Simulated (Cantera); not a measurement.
Feed: 1 mol SiCl4, 1.2 mol HCl, 0.39 mol H2, at 950 K and 91000 Pa.

Cantera equilibrium calculation (NASA polynomials, part measured and part estimated; ideal gas, pure solids and liquids). The tables' values for SiCl3 are old estimates; treat these amounts as uncertain. Kinetics and transport are ignored.

```json
[
 {"species": "H2", "before": "0.150", "after": "0.736"},
 {"species": "SiCl4", "before": "0.386", "after": "0.176"},
 {"species": "SiHCl3", "before": "0.000572", "after": "0.0758"},
 {"species": "HCl", "before": "0.464", "after": "0.00783"},
 {"species": "SiH2Cl2", "before": "8.60e-8", "after": "0.00332"},
 {"species": "SiH3Cl", "before": "<1e-9", "after": "3.63e-5"},
 {"species": "SiCl2", "before": "1.62e-8", "after": "0.000127"},
 {"species": "SiCl3", "before": "1.37e-5", "after": "0.000818"},
 {"species": "Si(s), mol", "before": "0", "after": "0.676"}
]
```
Gas species are given as mole fractions.

**Question.** Which change was made?
A. H2 from 0.39 to 1.4 mol
B. SiCl4 replaced by Si
C. H2 from 0.39 to 1.2 mol
D. H2 from 0.39 to 3.1 mol

**Answer.** B, SiCl4 replaced by Si
